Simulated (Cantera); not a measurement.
A Cantera script and its output.

```python
import numpy as np
import cantera as ct

gas = ct.Solution("gri30.yaml")
gas.TPX = 550, 500000, {'CH4': 1, 'H2': 0.075, 'O2': 4.63, 'N2': 17.4, 'H2O': 0.9}
inlet = ct.Reservoir(gas, clone=True)
gas.equilibrate("HP")  # start burning
reactor = ct.IdealGasConstPressureReactor(gas, energy="on", clone=False)
exhaust = ct.Reservoir(gas, clone=True)
tau = [0.027, 0.0087, 0.0028, 0.00092, 0.0003, 9.8e-05, 3.2e-05, 1e-05, 3.4e-06][0]
for a, b in ((inlet, reactor), (reactor, exhaust)):
    ct.MassFlowController(a, b, mdot=lambda t: reactor.mass / tau)
net = ct.ReactorNet([reactor])
show = ['CH4', 'H2', 'O2', 'CH3', 'CH2CO', 'C2H6', 'C2H2']

rows = []
print(f"{'tau/s':>10s}{'T/K':>9s}" + "".join(f"{s:>11s}" for s in show))
for tau in [0.027, 0.0087, 0.0028, 0.00092, 0.0003, 9.8e-05, 3.2e-05, 1e-05, 3.4e-06]:
    net.initial_time = 0.0
    net.advance(30 * tau)
    before = gas.X
    net.advance(40 * tau)
    drift = np.max(np.abs(gas.X - before) / (gas.X + 1e-9))
    rows.append([gas.T, *gas[show].X, drift])
    print(f"{tau:10.3e}{gas.T:9.1f}" + "".join(f"{x:11.3e}" for x in gas[show].X))
```

Output:

```
     tau/s      T/K        CH4         H2         O2        CH3      CH2CO       C2H6       C2H2
 2.700e-02   1521.7  5.561e-05  2.893e-05  1.085e-01  6.650e-06  1.565e-07  6.879e-08  8.287e-08
 8.700e-03   1512.5  1.426e-04  7.696e-05  1.091e-01  1.558e-05  7.125e-07  3.273e-07  2.404e-07
 2.800e-03   1473.9  5.372e-04  2.917e-04  1.117e-01  3.969e-05  5.308e-06  2.840e-06  7.980e-07
 9.200e-04    550.0  4.166e-02  3.124e-03  1.929e-01  2.418e-18 -9.039e-19 -2.966e-18 -6.637e-20
 3.000e-04    550.0  4.166e-02  3.124e-03  1.929e-01  8.051e-19 -5.881e-22 -1.930e-21 -4.319e-23
 9.800e-05    550.0  4.166e-02  3.124e-03  1.929e-01  2.984e-19 -3.715e-23 -1.219e-22 -2.728e-24
 3.200e-05    550.0  4.166e-02  3.124e-03  1.929e-01  9.987e-20 -2.347e-24 -7.699e-24 -1.723e-25
 1.000e-05    550.0  4.166e-02  3.124e-03  1.929e-01  3.165e-20 -1.482e-25 -4.863e-25 -1.088e-26
 3.400e-06    550.0  4.166e-02  3.124e-03  1.929e-01  1.062e-20 -9.363e-27 -3.072e-26 -6.876e-28
```

Computed with Cantera and GRI-Mech 3.0 (53 species, 325 reactions).
